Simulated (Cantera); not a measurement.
A Cantera script and what it prints.

```python
import numpy as np
import cantera as ct

gas_names = """
    H HNO HNO2 HNO3 HO2 H2 H2O H2O2 N NH NH2 NH3 NH2OH NO NO2 NO3 N2 N2H2 N2H4 N2O O OH O2 O3 Si SiH
    SiH2 SiH3 SiH4 SiN SiO SiO2 Si2 Si2N Si3
""".split()
cond_names = """
    H2O(s) H2O(L) Si(cr) Si(L) SiO2(Lqz) SiO2(hqz) SiO2(L) Si2N2O(s) Si3N4(a)
""".split()


def load(file, names, dense=False):
    # The tables refer to 1 bar. Condensed volumes are neglected.
    table = {s.name: s for s in ct.Species.list_from_file(file)}
    out = []
    for n in names:
        d = dict(table[n].input_data)
        d["thermo"] = dict(d["thermo"], **{"reference-pressure": 1e5})
        if dense:
            d["equation-of-state"] = {"model": "constant-volume", "density": "1e6 g/cm^3"}
        out.append(ct.Species.from_dict(d))
    return out


gas = ct.Solution(thermo="ideal-gas", species=load("nasa_gas.yaml", gas_names))
cond = {s.name: ct.Solution(thermo="fixed-stoichiometry", species=[s], name=s.name)
        for s in load("nasa_condensed.yaml", cond_names, dense=True)}
atoms = {
    'Si3N4': {'Si': 3, 'N': 4},
    'H2O': {'H': 2, 'O': 1},
    'H2': {'H': 2},
    'N2O': {'N': 2, 'O': 1},
}
top_T = {'Si2N2O(s)': 2100, 'Si3N4(a)': 2400}  # K; cautious upper limits of use, not melting points


def equilibrate(T, P, feed):
    n = {}
    for name, mol in feed.items():
        for a, k in atoms[name].items():
            n[a] = n.get(a, 0.0) + k * mol
    gas.TPX = T, P, n
    mass = sum(n.values()) * gas.mean_molecular_weight
    gas.equilibrate("TP")
    valid = [c for c in cond.values() if c.min_temp <= T <= top_T.get(c.name, c.max_temp)]
    mix = ct.Mixture([(gas, mass / gas.mean_molecular_weight)] + [(c, 0.0) for c in valid])
    mix.T, mix.P = T, P
    mix.equilibrate("TP", solver="vcs", rtol=1e-11, max_steps=5000)
    return mix


results = []
feed = {'Si3N4': 1, 'H2O': 0.014, 'H2': 20, 'N2O': 1.2}  # mol
P = 13332.2  # Pa
for T in [1650, 1675, 1700, 1725, 1750, 1775, 1800, 1825]:
    mix = equilibrate(T, P, feed)
    results.append((T, P, feed, dict(zip(mix.species_names, mix.species_moles))))

top = {s: max(r[3][s] / sum(r[3][g] for g in gas_names) for r in results) for s in gas_names}
cols = sorted((s for s in top if top[s] > 1e-06), key=lambda s: -top[s])[:9]
seen = [c for c in cond_names if any(r[3].get(c, 0) > 1e-12 for r in results)]
print("log10 of partial pressures in bar; condensed amounts in mol")
print(f"{'T/K':>10s}" + "".join(f"{s[:9]:>10s}" for s in cols + seen))
for T, P, feed, n in results:
    ng = sum(n[g] for g in gas_names)
    print(f"{T:10.4g}" + "".join(f"{np.log10(max(n[s] / ng * P / 1e5, 1e-99)):10.3f}" for s in cols)
          + "".join(f"{n.get(c, 0):10.4g}" for c in seen))
```

Result:

```
log10 of partial pressures in bar; condensed amounts in mol
       T/K        H2        N2       SiO         H        Si      SiH2       SiH      Si2N       SiN     Si(L) Si2N2O(s)  Si3N4(a)
      1650    -0.909    -2.004    -5.013    -4.496    -7.343    -6.743    -7.536    -9.014    -8.489         0     1.212    0.1912
      1675    -0.909    -2.004    -4.741    -4.390    -7.019    -6.514    -7.248    -8.602    -8.202         0     1.211    0.1916
      1700    -0.909    -2.004    -4.478    -4.286    -6.703    -6.292    -6.968    -8.202    -7.923         0     1.209    0.1924
      1725    -0.909    -2.004    -4.223    -4.186    -6.398    -6.077    -6.697    -7.814    -7.653         0     1.204    0.1938
      1750    -0.909    -2.004    -3.976    -4.088    -6.101    -5.868    -6.434    -7.438    -7.391         0     1.197    0.1963
      1775    -0.910    -2.003    -3.735    -3.993    -5.813    -5.666    -6.179    -7.072    -7.136         0     1.184    0.2004
      1800    -0.910    -2.001    -3.502    -3.901    -5.534    -5.470    -5.932    -6.718    -6.889         0     1.163    0.2073
      1825    -0.920    -1.905    -3.291    -3.816    -5.342    -5.369    -5.776    -6.486    -6.680    0.6552     1.129         0
```

Equilibrium computed with Cantera from the NASA thermochemical tables; the gas is ideal and each condensed phase is pure. Mutual solubility and eutectic melting of coexisting phases are not modelled. Gases not in the tables: Si2H6 and higher silanes.
